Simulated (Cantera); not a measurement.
## N2O furnace oxynitridation

An isothermal, constant-pressure homogeneous reactor starts with 98.1 % N₂O, 1.86 % H₂O, at 1275 K and 7.50 Torr.

Cantera simulation using GRI-Mech 3.0 (53 species, 325 reactions); the numbers are that mechanism's predictions, not measurements. GRI-Mech 3.0 was tuned for natural gas; its chemistry of N2O as a main component is partial and can be far from experiment. Radical loss at walls, strong at low pressure, is not modelled. The mechanism lacks the step 2 NO + O2 → 2 NO2, which can matter for NO2 below about 1400 K. The temperature is held fixed by assumption; the heat of reaction is taken as removed at once.

| t (s) | x N₂O | x H₂O | x H₂O₂ | x O | x N₂ |
|---|---|---|---|---|---|
| 3.00e-5 | 0.981 | 0.0186 | <1e-12 | 3.66e-7 | 3.88e-7 |
| 8.66e-5 | 0.981 | 0.0186 | <1e-12 | 9.95e-7 | 1.17e-6 |
| 0.000250 | 0.981 | 0.0186 | <1e-12 | 2.43e-6 | 3.75e-6 |
| 0.000721 | 0.981 | 0.0186 | <1e-12 | 4.61e-6 | 1.29e-5 |
| 0.00208 | 0.981 | 0.0186 | 3.46e-12 | 5.78e-6 | 4.35e-5 |
| 0.00600 | 0.981 | 0.0186 | 1.36e-10 | 5.84e-6 | 0.000135 |
| 0.0173 | 0.981 | 0.0186 | 6.35e-9 | 5.82e-6 | 0.000400 |
| 0.0500 | 0.979 | 0.0186 | 7.43e-8 | 5.79e-6 | 0.00117 |
| 0.144 | 0.976 | 0.0186 | 5.65e-8 | 5.76e-6 | 0.00342 |
| 0.416 | 0.966 | 0.0185 | 2.42e-8 | 5.65e-6 | 0.00985 |
| 1.20 | 0.937 | 0.0184 | 8.75e-9 | 5.45e-6 | 0.0278 |
| 3.47 | 0.861 | 0.0179 | 2.38e-9 | 5.28e-6 | 0.0756 |
| 10.0 | 0.684 | 0.0168 | 6.63e-10 | 5.19e-6 | 0.188 |
x: mole fraction; the columns are a selection and need not sum to one.

Equilibrium at this temperature and pressure: N₂O 2.37e-9, H₂O 0.0125, H₂O₂ 3.24e-11, O 6.45e-7, N₂ 0.658 (gas phase only).
